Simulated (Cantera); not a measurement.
## Low-pressure radical oxidation in H2/O2

An isothermal, constant-pressure homogeneous reactor starts with H₂ : O₂ = 0.018 : 1 (molar parts), equivalence ratio 0.0090, at 975 K and 20.0 Torr.

Cantera simulation using GRI-Mech 3.0 (53 species, 325 reactions); the numbers are that mechanism's predictions, not measurements. Radical loss at walls, strong at low pressure, is not modelled.

```tsv
t (s)	x H₂	x O₂	x H₂O	x H	x H₂O₂
0.000200	0.0177	0.982	1.00e-11	1.82e-11	<1e-12
0.000552	0.0177	0.982	1.30e-10	5.90e-11	<1e-12
0.00153	0.0177	0.982	3.42e-9	7.91e-10	<1e-12
0.00421	0.0177	0.982	3.65e-6	7.72e-7	1.57e-11
0.0116	0.000872	0.976	0.0158	0.00133	2.26e-7
0.0321	4.65e-5	0.981	0.0176	6.96e-5	6.88e-8
0.0887	6.74e-6	0.982	0.0178	4.64e-6	4.94e-8
0.245	9.70e-7	0.982	0.0178	2.82e-7	3.08e-8
0.676	1.33e-7	0.982	0.0178	1.92e-8	1.46e-8
1.87	1.93e-8	0.982	0.0178	1.73e-9	5.64e-9
5.16	3.57e-9	0.982	0.0178	2.09e-10	2.01e-9
14.2	8.72e-10	0.982	0.0178	3.16e-11	7.08e-10
39.3	2.52e-10	0.982	0.0178	5.51e-12	2.52e-10
109	8.03e-11	0.982	0.0178	1.05e-12	9.04e-11
300	2.72e-11	0.982	0.0178	<1e-12	3.29e-11
```
x: mole fraction; the columns are a selection and need not sum to one.

Equilibrium at this temperature and pressure: H₂ 4.52e-12, O₂ 0.982, H₂O 0.0178, H <1e-12, H₂O₂ 5.86e-12 (gas phase only).
